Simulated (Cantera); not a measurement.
Catalytic stagnation flow on Pt

A jet of H2 : O2 : N2 = 0.016 : 0.081 : 0.79 (molar parts), equivalence ratio 0.099 at 300 K and 0.0990 bar hits a platinum plate 2.6 cm away at a mass flux of 0.027 kg/m²/s; the plate temperature is set and raised in steps from an oxygen-covered start.

Cantera simulation using Deutschmann's 1995 Pt surface mechanism with GRI-Mech 3.0 gas chemistry; the numbers are that mechanism's predictions, not measurements. Catalytic surfaces can have several steady states; this one follows from the mechanism file's or the stated starting coverage.

```tsv
plate T (K)	wall x H2	wall x O2	wall x H2O	wall x OH	θ free Pt	θ O*	θ OH*
700	0.00176	0.0744	0.0306	<1e-8	0.0514	0.946	0.00240
750	0.00139	0.0741	0.0311	<1e-8	0.0696	0.928	0.00202
800	0.000980	0.0737	0.0316	<1e-8	0.105	0.893	0.00185
850	0.000701	0.0735	0.0320	1.12e-8	0.156	0.842	0.00170
900	0.000528	0.0733	0.0322	3.49e-8	0.216	0.783	0.00154
950	0.000422	0.0733	0.0322	9.61e-8	0.281	0.718	0.00138
1000	0.000353	0.0732	0.0323	2.38e-7	0.349	0.650	0.00122
```
x: mole fraction at the wall; θ: surface coverage.
